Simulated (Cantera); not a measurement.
A Cantera script and its output.

```python
import numpy as np
import cantera as ct

gas = ct.Solution("gri30.yaml")
gas.TPX = 1275, 13000, {'C2H4': 1, 'H2': 15}
reactor = ct.IdealGasConstPressureReactor(gas, energy="off", clone=False)
net = ct.ReactorNet([reactor])
net.rtol, net.atol = 1e-08, 1e-18
show = ['C2H4', 'H2', 'CH2', 'H', 'C2H2', 'CH3']
times = np.geomspace(4e-05, 10, 15)

steps = ct.SolutionArray(gas, extra=["t"])
rows = []
print(f"{'t/s':>10s}{'T/K':>9s}{'P/Pa':>11s}" + "".join(f"{s:>11s}" for s in show))
for t in times:
    while net.time < t:
        t_next = net.step()
        steps.append(gas.state, t=t_next)
    rows.append([np.interp(t, steps.t, y) for y in (steps.T, steps.P, *steps(*show).X.T)])
    print(f"{t:10.3e}{rows[-1][0]:9.1f}{rows[-1][1]:11.4g}" + "".join(f"{x:11.3e}" for x in rows[-1][2:]))
rate = np.gradient(steps.T, steps.t)
print("integrator steps:", len(steps.t))
if steps.T.max() > steps.T[0] + 200:
    print(f"time of steepest temperature rise: {steps.t[rate.argmax()]:.4e} s")
gas.TPX = 1275, 13000, {'C2H4': 1, 'H2': 15}
gas.equilibrate("TP")
print(f"equilibrium (TP): T = {gas.T:.1f} K  " + "  ".join(f"{s} {gas[s].X[0]:.3e}" for s in show))
```

Output:

```
       t/s      T/K       P/Pa       C2H4         H2        CH2          H       C2H2        CH3
 4.000e-05   1275.0    1.3e+04  6.250e-02  9.375e-01  3.960e-17  1.252e-10  1.326e-07  9.342e-16
 9.719e-05   1275.0    1.3e+04  6.250e-02  9.375e-01  1.422e-16  3.207e-10  3.223e-07  5.774e-15
 2.362e-04   1275.0    1.3e+04  6.250e-02  9.375e-01  4.048e-16  7.972e-10  7.837e-07  3.095e-14
 5.738e-04   1275.0    1.3e+04  6.250e-02  9.375e-01  1.044e-15  1.956e-09  1.907e-06  1.693e-13
 1.394e-03   1275.0    1.3e+04  6.250e-02  9.375e-01  2.607e-15  4.788e-09  4.651e-06  9.621e-13
 3.388e-03   1275.0    1.3e+04  6.249e-02  9.375e-01  6.521e-15  1.189e-08  1.140e-05  5.608e-12
 8.231e-03   1275.0    1.3e+04  6.247e-02  9.375e-01  1.778e-14  3.231e-08  2.837e-05  3.475e-11
 2.000e-02   1275.0    1.3e+04  6.242e-02  9.375e-01  7.614e-14  1.384e-07  7.510e-05  2.890e-10
 4.860e-02   1275.0    1.3e+04  6.204e-02  9.375e-01  1.404e-12  2.528e-06  3.856e-04  1.380e-08
 1.181e-01   1275.0    1.3e+04  5.486e-02  9.375e-01  1.186e-11  1.449e-05  6.503e-03  5.375e-07
 2.869e-01   1275.0    1.3e+04  3.905e-02  9.370e-01  1.538e-11  1.422e-05  2.037e-02  1.188e-06
 6.971e-01   1275.0    1.3e+04  2.377e-02  9.359e-01  1.846e-11  1.296e-05  3.329e-02  1.957e-06
 1.694e+00   1275.0    1.3e+04  1.759e-02  9.337e-01  2.203e-11  1.148e-05  3.706e-02  2.838e-06
 4.116e+00   1275.0    1.3e+04  1.606e-02  9.292e-01  2.721e-11  9.965e-06  3.495e-02  4.152e-06
 1.000e+01   1275.0    1.3e+04  1.418e-02  9.219e-01  2.879e-11  7.957e-06  3.087e-02  5.568e-06
integrator steps: 718
equilibrium (TP): T = 1275.0 K  C2H4 2.455e-03  H2 8.763e-01  CH2 6.380e-12  H 1.927e-06  C2H2 5.405e-03  CH3 4.966e-06
```

Cantera simulation using GRI-Mech 3.0 (53 species, 325 reactions); the numbers are that mechanism's predictions, not measurements. GRI-Mech 3.0 was tuned for natural gas; its chemistry of ethylene as a main component is partial and can be far from experiment. GRI-Mech 3.0 stops at C3 and has no aromatics, soot or wall deposition, so with more carbon than oxygen in the feed, carbon stays in small species such as C2H2 where larger ones or solid carbon would form.
